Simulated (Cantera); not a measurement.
Thermodynamics of sublimation and decomposition of ceramics, feed MgO + N2

Input: 1 mol MgO, 0.14 mol N2, at 1.33 mbar.

These are equilibrium values from Cantera (NASA tables, ideal gas, pure condensed phases), not measurements of a reactor. Candidate condensed phases: Mg, MgO; 27 gas species. Ions and electrons are included (thermal ionisation). Equilibrium is a limit: real reactors are often held back by kinetics, nucleation or transport.

```json
[
 {"T (K)": "2000", "log p N2": "-2.88", "log p Mg": "-5.40", "log p O": "-6.13", "log p O2": "-5.91", "log p Mg+": "-11.15", "log p e-": "-11.15", "log p N": "-10.48", "log p MgO": "-7.69", "n MgO(s)": "1.000"},
 {"T (K)": "2500", "log p N2": "-4.00", "log p Mg": "-3.14", "log p O": "-3.64", "log p O2": "-3.61", "log p Mg+": "-7.97", "log p e-": "-7.97", "log p N": "-8.53", "log p MgO": "-4.64", "n MgO(s)": "0"},
 {"T (K)": "3000", "log p N2": "-4.06", "log p Mg": "-3.20", "log p O": "-3.24", "log p O2": "-4.59", "log p Mg+": "-6.61", "log p e-": "-6.61", "log p N": "-6.89", "log p MgO": "-5.44", "n MgO(s)": "0"},
 {"T (K)": "3500", "log p N2": "-4.07", "log p Mg": "-3.21", "log p O": "-3.21", "log p O2": "-5.81", "log p Mg+": "-5.62", "log p e-": "-5.62", "log p N": "-5.69", "log p MgO": "-6.23", "n MgO(s)": "0"},
 {"T (K)": "4000", "log p N2": "-4.11", "log p Mg": "-3.22", "log p O": "-3.21", "log p O2": "-6.77", "log p Mg+": "-4.86", "log p e-": "-4.86", "log p N": "-4.81", "log p MgO": "-6.86", "n MgO(s)": "0"},
 {"T (K)": "4500", "log p N2": "-4.30", "log p Mg": "-3.27", "log p O": "-3.23", "log p O2": "-7.56", "log p Mg+": "-4.29", "log p e-": "-4.29", "log p N": "-4.20", "log p MgO": "-7.41", "n MgO(s)": "0"},
 {"T (K)": "5000", "log p N2": "-4.87", "log p Mg": "-3.40", "log p O": "-3.27", "log p O2": "-8.24", "log p Mg+": "-3.87", "log p e-": "-3.87", "log p N": "-3.91", "log p MgO": "-7.96", "n MgO(s)": "0"}
]
```
log p: log10 of the partial pressure in bar; n: condensed amount in mol.

At 2000 K the condensed part is MgO(s). From 2500 K to 5000 K nothing is condensed. The main Mg-bearing gas is Mg throughout.
